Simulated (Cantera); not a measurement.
Charge: 1 mol Fe3O4, 7.2 mol CO, 0.47 mol CH4, at 1700 °C and 1.33 mbar.

Cantera equilibrium calculation (NASA polynomials, part measured and part estimated; ideal gas, pure solids and liquids). Candidate condensed phases: C, C6H6, C7H8, C8H18, Fe, Fe(CO)5, FeO, Fe(OH)2, Fe(OH)3, Fe2O3, Fe3O4, H2O; 114 gas species. The tables' stoichiometric FeO is somewhat more stable than real wüstite, so its field is too wide. FeO: taken at fixed stoichiometry. Equilibrium is a limit: real reactors are often held back by kinetics, nucleation or transport.

Base state: CO 0.661, CO2 0.124, Fe 0.112, H2 0.0499, H2O 0.0419, H 0.00826, FeO 0.00176, OH 0.000659 (mole fractions); condensed: FeO(l).

What changes in the equilibrium state with this change: Fe3O4 replaced by CuO?


```csv
species,before,after
CO,0.661,0.756
Cu,0,0.103
H2,0.0499,0.0753
Fe,0.112,0
CO2,0.124,0.0378
H2O,0.0419,0.0169
H,0.00826,0.0101
FeO,0.00176,0
Cu2,0,1.61e-5
Fe(OH)2,1.46e-5,0
O2,2.92e-5,2.08e-6
"FeO(l), mol",1.89,0
```
Further candidate phases: Cu, CuO, Cu(OH)2, Cu2O.
